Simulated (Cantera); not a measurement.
A Cantera script and its output.

```python
import numpy as np
import cantera as ct

gas = ct.Solution("gri30.yaml")


def delay(T, t_max=10):
    gas.TPX = T, 1100000, {'CH3OH': 1, 'O2': 2.63, 'N2': 9.89, 'H2O': 3.7}
    reactor = ct.IdealGasReactor(gas, clone=False)
    net = ct.ReactorNet([reactor])
    net.rtol, net.atol = 1e-8, 1e-16
    while net.time < t_max:
        t_old, T_old = net.time, reactor.T
        net.step()
        if reactor.T > T + 400:  # ignition: a rise of 400 K
            return t_old + (T + 400 - T_old) / (reactor.T - T_old) * (net.time - t_old)
    return np.nan


taus = []
for T in [1100, 1200, 1300, 1400, 1500, 1600]:
    taus.append(delay(T))
    print(f"T0 = {T:6g} K   tau = {taus[-1]:.4e} s")
```

It prints:

```
T0 =   1100 K   tau = 7.9970e-03 s
T0 =   1200 K   tau = 1.1986e-03 s
T0 =   1300 K   tau = 2.4110e-04 s
T0 =   1400 K   tau = 6.2879e-05 s
T0 =   1500 K   tau = 2.0470e-05 s
T0 =   1600 K   tau = 8.0062e-06 s
```

Detailed kinetics in Cantera: GRI-Mech 3.0 (53 species, 325 reactions). GRI-Mech 3.0 was tuned for natural gas; its chemistry of methanol as a main component is partial and can be far from experiment.
